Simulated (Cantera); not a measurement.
An adiabatic, constant-pressure homogeneous reactor starts with CH3OH : O2 : N2 : CO2 = 1 : 0.938 : 3.52 : 0.25 (molar parts), equivalence ratio 1.6, at 1423 K and 2500000 Pa. Integrator tolerance rtol = 1e-08.

Cantera simulation using GRI-Mech 3.0 (53 species, 325 reactions); the numbers are that mechanism's predictions, not measurements. GRI-Mech 3.0 was tuned for natural gas; its chemistry of methanol as a main component is partial and can be far from experiment. The pressure lies above the range GRI-Mech 3.0 was tuned for (to about 10 atm).

Question: What does this change do: initial temperature 1423 to 1098 K?

Answer: 
```csv
quantity,before,after
time of steepest temperature rise,31.8 µs,4.79 ms
temperature at 2.00 s,2701 K,2438 K
equilibrium temperature,2701 K,2438 K
x(CH3OH) at 2.00 s,2.37e-12 (gas-phase equilibrium 2.45e-12),3.96e-12 (gas-phase equilibrium 4.08e-12)
x(O2) at 2.00 s,0.000163 (gas-phase equilibrium 0.000163),1.34e-5 (gas-phase equilibrium 1.34e-5)
x(CO2) at 2.00 s,0.0720 (gas-phase equilibrium 0.0720),0.0755 (gas-phase equilibrium 0.0755)
x(C2H) at 2.00 s,<1e-12 (gas-phase equilibrium <1e-12),<1e-12 (gas-phase equilibrium <1e-12)
x(CH2) at 2.00 s,5.31e-12 (gas-phase equilibrium 5.77e-12),1.68e-12 (gas-phase equilibrium 1.83e-12)
```
